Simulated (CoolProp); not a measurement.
Vapour-liquid equilibrium of carbon dioxide (1) + propylene (2) at 262.7 K; x and y are mole fractions of (1).

The numbers come from the multi-fluid Helmholtz-energy mixture model, Span 1996 and Lemmon 2013; pair parameters Bell 2016 in CoolProp.

Give the bubble pressure and the first vapour's composition at x = 0.425, 0.575, 0.8. Is there an azeotrope?

x = 0.425: 1.613 MPa, y = 0.788; x = 0.575: 1.892 MPa, y = 0.843; x = 0.8: 2.269 MPa, y = 0.916. No azeotrope shows between x = 0.05 and 0.95.

Pair parameters are fitted to limited data, so mixtures are less certain than the pure fluids.
